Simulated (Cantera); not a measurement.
A perfectly stirred reactor is fed with NO : N2 = 1 : 2.3 (molar parts), at 0.0600 bar; it is held at 2148 K, and followed from long to short residence time.

Detailed kinetics in Cantera: GRI-Mech 3.0 (53 species, 325 reactions).

Q: What does this change do: temperature 2148 to 2075 K?

A: 
| quantity | before | after |
|---|---|---|
| x(NO) at τ = 14.0 s | 0.0335 | 0.0544 |
| x(N2) at τ = 14.0 s | 0.830 | 0.821 |
| x(O2) at τ = 14.0 s | 0.133 | 0.123 |
| x(NO2) at τ = 14.0 s | 8.94e-6 | 1.56e-5 |
| x(N2O) at τ = 14.0 s | 4.57e-7 | 1.05e-6 |
| x(NO) at τ = 60.0 ms | 0.297 | 0.300 |
| x(N2) at τ = 60.0 ms | 0.700 | 0.698 |
| x(O2) at τ = 60.0 ms | 0.00273 | 0.00126 |
| x(NO2) at τ = 60.0 ms | 1.56e-5 | 1.52e-5 |
| x(N2O) at τ = 60.0 ms | 3.79e-5 | 3.75e-5 |
